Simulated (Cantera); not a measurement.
Cantera run:

```python
import numpy as np
import cantera as ct

gas_names = """
    Ca CaO CaOH CaO2H2 Ca2 H HO2 H2 H2O H2O2 O OH O2 O3
""".split()
cond_names = """
    Ca(a) Ca(b) Ca(L) CaO(s) CaO(L) CaO2H2(s) H2O(s) H2O(L)
""".split()


# ... load() reads the species with a 1 bar reference pressure and builds the phases ...
atoms = {
    'CaO': {'Ca': 1, 'O': 1},
    'O2': {'O': 2},
    'H2O': {'H': 2, 'O': 1},
}
top_T = {}  # K; cautious upper limits of use, not melting points


# ... equilibrate(T, P, feed) seeds the gas with the atoms and calls Mixture.equilibrate('TP', solver="vcs", rtol=1e-11, max_steps=5000) ...
results = []
T = 1850  # K
P = 1333.22  # Pa
for m in [0.14, 0.19, 0.26, 0.35, 0.47, 0.63, 0.85, 1.1, 1.5, 2.1, 2.8, 3.8, 5.1]:
    feed = {'CaO': 1, 'O2': m, 'H2O': 6.1}  # mol
    mix = equilibrate(T, P, feed)
    results.append((T, P, feed, dict(zip(mix.species_names, mix.species_moles))))

top = {s: max(r[3][s] / sum(r[3][g] for g in gas_names) for r in results) for s in gas_names}
cols = sorted((s for s in top if top[s] > 1e-05), key=lambda s: -top[s])[:5]
seen = [c for c in cond_names if any(r[3].get(c, 0) > 1e-12 for r in results)]
print("log10 of partial pressures in bar; condensed amounts in mol")
print(f"{'n(O2)':>10s}" + "".join(f"{s[:9]:>10s}" for s in cols + seen))
for T, P, feed, n in results:
    ng = sum(n[g] for g in gas_names)
    print(f"{feed['O2']:10.4g}" + "".join(f"{np.log10(max(n[s] / ng * P / 1e5, 1e-99)):10.3f}" for s in cols)
          + "".join(f"{n.get(c, 0):10.4g}" for c in seen))
```

Result:

```
log10 of partial pressures in bar; condensed amounts in mol
     n(O2)       H2O        O2        OH        H2         O    CaO(s)
      0.14    -1.890    -3.506    -4.186    -4.209    -5.468    0.9998
      0.19    -1.893    -3.388    -4.158    -4.271    -5.409    0.9998
      0.26    -1.898    -3.263    -4.129    -4.338    -5.346    0.9998
      0.35    -1.904    -3.143    -4.102    -4.404    -5.286    0.9998
      0.47    -1.911    -3.025    -4.076    -4.471    -5.227    0.9998
      0.63    -1.922    -2.909    -4.052    -4.539    -5.169    0.9998
      0.85    -1.936    -2.793    -4.030    -4.611    -5.111    0.9998
       1.1    -1.951    -2.696    -4.014    -4.675    -5.063    0.9998
       1.5    -1.975    -2.585    -3.998    -4.754    -5.007    0.9998
       2.1    -2.008    -2.471    -3.986    -4.844    -4.950    0.9998
       2.8    -2.044    -2.381    -3.981    -4.925    -4.905    0.9998
       3.8    -2.090    -2.295    -3.983    -5.015    -4.862    0.9998
       5.1    -2.144    -2.220    -3.991    -5.106    -4.825    0.9998
```

Method: chemical equilibrium by Gibbs-energy minimisation in Cantera with the NASA 1993 tables (ideal gas, pure condensed phases).
